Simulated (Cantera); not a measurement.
An adiabatic, constant-pressure homogeneous reactor starts with 16.4 % CH3OH, 17.5 % O2, 66.1 % N2, equivalence ratio 1.4, at 1775 K and 0.270 bar.

Detailed kinetics in Cantera: GRI-Mech 3.0 (53 species, 325 reactions). GRI-Mech 3.0 was tuned for natural gas; its chemistry of methanol as a main component is partial and can be far from experiment.

x: mole fraction; the columns are a selection and need not sum to one.

```csv
t (s),T (K),x CH3OH,x O2,x H2O2,x C2H2,x HCO,x NO2,x H2
1.00e-6,1775,0.164,0.175,5.76e-9,1.07e-9,___,<1e-12,2.89e-5
3.39e-6,1775,0.163,0.175,9.70e-7,6.11e-9,___,<1e-12,0.000171
1.15e-5,1775,0.161,0.174,3.74e-5,2.39e-8,___,<1e-12,0.000815
3.89e-5,1794,0.144,0.165,0.000516,1.25e-7,___,4.92e-11,0.00696
0.000132,2373,<1e-12,0.0177,6.27e-8,<1e-12,___,4.27e-10,0.0591
0.000447,2490,<1e-12,0.0152,6.15e-8,<1e-12,___,6.56e-9,0.0589
0.00152,2663,<1e-12,0.0117,9.09e-8,<1e-12,7.02e-8,6.87e-8,0.0563
0.00514,2709,<1e-12,0.0100,1.06e-7,<1e-12,7.02e-8,3.00e-7,0.0560
0.0174,2706,<1e-12,0.00958,1.03e-7,<1e-12,7.01e-8,4.57e-7,0.0564
0.0590,2706,<1e-12,0.00957,1.03e-7,<1e-12,7.01e-8,4.62e-7,0.0564
0.200,2706,<1e-12,0.00957,1.03e-7,<1e-12,7.01e-8,4.62e-7,0.0564
```

Q: What belongs in the gaps?

A: 
- 1.00e-6, x HCO: 9.35e-9
- 3.39e-6, x HCO: 1.01e-7
- 1.15e-5, x HCO: 1.01e-6
- 3.89e-5, x HCO: 3.04e-5
- 0.000132, x HCO: 1.00e-7
- 0.000447, x HCO: 8.30e-8
